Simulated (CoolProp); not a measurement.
Vapour-liquid equilibrium of n-pentane (1) + cyclohexane (2) at 355.1 K; x and y are mole fractions of (1).

Values from CoolProp's multi-fluid Helmholtz-energy mixture model, Thol 2019 and Zhou 2014; pair parameters Bell 2016.

```json
[
 {"x": "0.05", "bubble pressure (kPa)": "121.2", "y at the bubble point": "0.170", "dew pressure at overall composition x (kPa)": "109.4", "liquid density (mol/L)": "8.500"},
 {"x": "0.2", "bubble pressure (kPa)": "166.8", "y at the bubble point": "0.479", "dew pressure at overall composition x (kPa)": "124.5", "liquid density (mol/L)": "8.395"},
 {"x": "0.35", "bubble pressure (kPa)": "209.3", "y at the bubble point": "0.652", "dew pressure at overall composition x (kPa)": "144.3", "liquid density (mol/L)": "8.286"},
 {"x": "0.5", "bubble pressure (kPa)": "250.2", "y at the bubble point": "0.768", "dew pressure at overall composition x (kPa)": "171.0", "liquid density (mol/L)": "8.173"},
 {"x": "0.65", "bubble pressure (kPa)": "290.5", "y at the bubble point": "0.854", "dew pressure at overall composition x (kPa)": "208.7", "liquid density (mol/L)": "8.055"},
 {"x": "0.8", "bubble pressure (kPa)": "331.0", "y at the bubble point": "0.923", "dew pressure at overall composition x (kPa)": "264.3", "liquid density (mol/L)": "7.932"},
 {"x": "0.95", "bubble pressure (kPa)": "372.5", "y at the bubble point": "0.982", "dew pressure at overall composition x (kPa)": "349.2", "liquid density (mol/L)": "7.800"}
]
```

No azeotrope shows between x = 0.05 and 0.95.

Pair parameters are fitted to limited data, so mixtures are less certain than the pure fluids.
